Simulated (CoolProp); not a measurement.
The numbers come from the reference Helmholtz-energy equation of state, Akasaka 2023 in CoolProp.

Problem. For R1224YDZ, give the phase and the density (kg/m³), cp (kJ/(kg K)), cv (kJ/(kg K)), speed of sound (m/s) at 199.95 °C and 769 kPa.

Solution. 
- 199.95 °C and 769 kPa: gas; density 30.8, cp 1.04, cv 0.966, speed of sound 159
